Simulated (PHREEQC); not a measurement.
Consider water at 25 °C with 0.073 mol/kgw H2SO4 and 0.00023 mol/kgw Li2SO4. Closed to the air; pH follows from the charge balance.

The numbers come from PHREEQC with the ion-association model, phreeqc.dat.

Each row changes one thing in this solution. This is a speciation only: nothing precipitates in the calculation.

```tsv
case	pH	ionic strength (mol/kgw)	HSO4- (mol/kgw)	SO4-2 (mol/kgw)
as made	1.13	0.107	0.0564	0.0168
Li2SO4 replaced by MnSO4 at the same molality	1.13	0.107	0.0564	0.0168
H2SO4 left out	7.00	0.000689	2.04e-9	0.000230
temperature from 25 to 45 °C	1.16	0.0973	0.0612	0.0120
diluted 5-fold with water	1.73	0.0283	0.00782	0.00682
temperature from 25 to 10 °C	1.11	0.114	0.0527	0.0205
diluted 100-fold with water	2.88	0.00205	7.31e-5	0.000659
temperature from 25 to 20 °C	1.13	0.109	0.0552	0.0180
```

At this temperature some constants are extrapolated from 25 °C, and those without enthalpy data are left unchanged.
